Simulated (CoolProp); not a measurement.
A single-stage vapour-compression cycle with the fluid: evaporating at 321.15 K (dew point), condensing at 386.15 K (bubble point), superheat 0 K, subcooling 0 K, compressor efficiency 0.7, no pressure losses. The same conditions are run with several fluids, on thermodynamics alone (safety and materials aside).

Values from CoolProp's reference Helmholtz-energy equation of state of each fluid (R1336mzz(Z): McLinden 2020; dimethyl ether: Wu 2011; R142b: Lemmon 2006; cyclohexane: Zhou 2014; n-perfluoropentane: Gao 2022; R365MFC: Lemmon 2016).

```json
[
 {"fluid": "R1336mzz(Z)", "cooling COP": "1.99", "pressure ratio": "5.65", "discharge temperature (K)": "386.2", "refrigerating effect (kJ/kg)": "69.6", "volumetric capacity (kJ/m³)": "775"},
 {"fluid": "dimethyl ether", "cooling COP": "1.84", "pressure ratio": "3.82", "discharge temperature (K)": "407.2", "refrigerating effect (kJ/kg)": "165", "volumetric capacity (kJ/m³)": "3770"},
 {"fluid": "R142b", "cooling COP": "1.92", "pressure ratio": "4.09", "discharge temperature (K)": "396.3", "refrigerating effect (kJ/kg)": "84.3", "volumetric capacity (kJ/m³)": "2400"},
 {"fluid": "cyclohexane", "cooling COP": "2.62", "pressure ratio": "7.24", "discharge temperature (K)": "386.1", "refrigerating effect (kJ/kg)": "239", "volumetric capacity (kJ/m³)": "258"},
 {"fluid": "n-perfluoropentane", "cooling COP": "0.544", "pressure ratio": "5.35", "discharge temperature (K)": "386.1", "refrigerating effect (kJ/kg)": "8.35", "volumetric capacity (kJ/m³)": "190"},
 {"fluid": "R365MFC", "cooling COP": "2.09", "pressure ratio": "5.97", "discharge temperature (K)": "386.1", "refrigerating effect (kJ/kg)": "86.0", "volumetric capacity (kJ/m³)": "672"}
]
```

The compression ends wet for: R1336mzz(Z); cyclohexane; n-perfluoropentane; R365MFC.
